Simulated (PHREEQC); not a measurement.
Consider water at 5.9 °C with 0.093 mmol/kgw H4SiO4, 9.4 mmol/kgw K2SiO3 and 0.051 mmol/kgw (NH4)2HPO4. Closed to the air; pH follows from the charge balance.

Equilibrium calculation in PHREEQC: ion-association model, phreeqc.dat.

No solid was allowed to form.

Problem. Predict the pH.

Solution. pH 12.56.

Problem. In which forms is Si present?

Solution. H3SiO4- 92 %, H2SiO4-2 8.2 % of the Si.

Complexes and solids missing from the database can't appear. Away from 25 °C the constants follow the database's enthalpies or fits; those with neither stay at their 25 °C values.
